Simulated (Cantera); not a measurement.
A perfectly stirred reactor is fed with 58.1 % N2O, 41.9 % N2, at 0.444 atm; it is held at 1250 K, and followed from long to short residence time.

Detailed kinetics in Cantera: GRI-Mech 3.0 (53 species, 325 reactions). GRI-Mech 3.0 was tuned for natural gas; its chemistry of N2O as a main component is partial and can be far from experiment. The mechanism lacks the step 2 NO + O2 → 2 NO2, which can matter for NO2 below about 1400 K. The temperature is held fixed by assumption; the heat of reaction is taken as removed at once.

x: mole fraction; the columns are a selection and need not sum to one.

| τ (s) | x N2O | x NO | x NO2 | x O | x N2 | x O2 |
|---|---|---|---|---|---|---|
| 1.5 | 0.265 | 0.0280 | 0.000128 | 3.14e-6 | 0.598 | 0.108 |
| 0.77 | 0.356 | 0.0208 | 9.38e-5 | 3.39e-6 | 0.546 | 0.0770 |
| 0.40 | 0.435 | 0.0138 | 6.12e-5 | 3.55e-6 | 0.501 | 0.0498 |
| 0.21 | 0.493 | 0.00846 | 3.62e-5 | 3.64e-6 | 0.469 | 0.0300 |
| 0.11 | 0.531 | ? | ? | 3.70e-6 | 0.447 | ? |
| 0.055 | 0.555 | 0.00255 | 9.25e-6 | 3.73e-6 | 0.433 | 0.00892 |
| 0.028 | 0.568 | 0.00134 | 4.04e-6 | 3.74e-6 | 0.426 | 0.00465 |
| 0.015 | 0.574 | 0.000725 | 1.70e-6 | 3.75e-6 | 0.423 | 0.00252 |
| 0.0076 | 0.578 | ? | ? | 3.75e-6 | 0.421 | ? |
| 0.0039 | 0.579 | 0.000190 | 1.86e-7 | 3.74e-6 | 0.420 | 0.000660 |
| 0.0020 | 0.580 | 9.72e-5 | 5.43e-8 | 3.72e-6 | 0.419 | 0.000337 |

Task: Complete the blanks.

Result: 
- 0.11, x NO: 0.00485
- 0.11, x NO2: 1.96e-5
- 0.11, x O2: 0.0170
- 0.0076, x NO: 0.000370
- 0.0076, x NO2: 5.87e-7
- 0.0076, x O2: 0.00128
